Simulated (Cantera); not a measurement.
Feed: 1 mol Hg, 33 mol N2, 2.6 mol H2, held at 0.00880 bar.

Cantera equilibrium calculation (NASA polynomials, part measured and part estimated; ideal gas, pure solids and liquids). Candidate condensed phases: Hg; 10 gas species. Equilibrium is a limit: real reactors are often held back by kinetics, nucleation or transport. All values below are at 1000 °C.

Base state: N2 0.902, H2 0.0710, Hg 0.0273 (mole fractions); condensed: gas only.

### Question
What changes in the equilibrium state with this change: Hg replaced by HgO?

### Answer
```tsv
species	before	after
N2	0.902	0.902
H2	0.0710	0.0437
H2O	0	0.0273
Hg	0.0273	0.0273
```
Further candidate phases: H2O, HgO.
